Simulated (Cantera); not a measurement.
# Pyrogenic steam for wet oxidation

An isothermal, constant-pressure homogeneous reactor starts with H₂ : O₂ : N₂ = 1.3 : 1 : 1 (molar parts), at 1350 K and 0.132 atm.

Detailed kinetics in Cantera: the H2/O2 subset of GRI-Mech 3.0, which has no nitrogen chemistry. The temperature is held fixed by assumption; the heat of reaction is taken as removed at once.

```json
[
 {"t (s)": "1.00e-6", "x H₂": "0.394", "x O₂": "0.303", "x H₂O": "3.52e-10", "x H₂O₂": "7.03e-12", "x OH": "6.55e-10"},
 {"t (s)": "3.32e-6", "x H₂": "0.394", "x O₂": "0.303", "x H₂O": "9.02e-9", "x H₂O₂": "7.72e-11", "x OH": "4.76e-9"},
 {"t (s)": "1.10e-5", "x H₂": "0.394", "x O₂": "0.303", "x H₂O": "2.37e-7", "x H₂O₂": "8.41e-10", "x OH": "4.28e-8"},
 {"t (s)": "3.67e-5", "x H₂": "0.394", "x O₂": "0.303", "x H₂O": "3.63e-5", "x H₂O₂": "1.03e-8", "x OH": "4.21e-6"},
 {"t (s)": "0.000122", "x H₂": "0.0522", "x O₂": "0.147", "x H₂O": "0.261", "x H₂O₂": "2.15e-6", "x OH": "0.0162"},
 {"t (s)": "0.000405", "x H₂": "0.0297", "x O₂": "0.138", "x H₂O": "0.397", "x H₂O₂": "3.31e-6", "x OH": "0.0121"},
 {"t (s)": "0.00135", "x H₂": "0.00431", "x O₂": "0.132", "x H₂O": "0.480", "x H₂O₂": "2.15e-6", "x OH": "0.00430"},
 {"t (s)": "0.00447", "x H₂": "0.000290", "x O₂": "0.132", "x H₂O": "0.489", "x H₂O₂": "5.06e-7", "x OH": "0.00110"},
 {"t (s)": "0.0149", "x H₂": "3.17e-5", "x O₂": "0.132", "x H₂O": "0.490", "x H₂O₂": "1.15e-7", "x OH": "0.000379"},
 {"t (s)": "0.0494", "x H₂": "5.84e-6", "x O₂": "0.132", "x H₂O": "0.490", "x H₂O₂": "3.03e-8", "x OH": "0.000167"},
 {"t (s)": "0.164", "x H₂": "1.57e-6", "x O₂": "0.132", "x H₂O": "0.491", "x H₂O₂": "9.80e-9", "x OH": "8.75e-5"},
 {"t (s)": "0.545", "x H₂": "8.03e-7", "x O₂": "0.132", "x H₂O": "0.491", "x H₂O₂": "5.42e-9", "x OH": "6.19e-5"},
 {"t (s)": "1.81", "x H₂": "7.60e-7", "x O₂": "0.132", "x H₂O": "0.491", "x H₂O₂": "5.16e-9", "x OH": "6.00e-5"},
 {"t (s)": "6.02", "x H₂": "7.60e-7", "x O₂": "0.132", "x H₂O": "0.491", "x H₂O₂": "5.16e-9", "x OH": "6.00e-5"},
 {"t (s)": "20.0", "x H₂": "7.60e-7", "x O₂": "0.132", "x H₂O": "0.491", "x H₂O₂": "5.16e-9", "x OH": "6.00e-5"}
]
```
x: mole fraction; the columns are a selection and need not sum to one.

Equilibrium at this temperature and pressure: H₂ 7.60e-7, O₂ 0.132, H₂O 0.491, H₂O₂ 5.16e-9, OH 6.00e-5 (gas phase only).
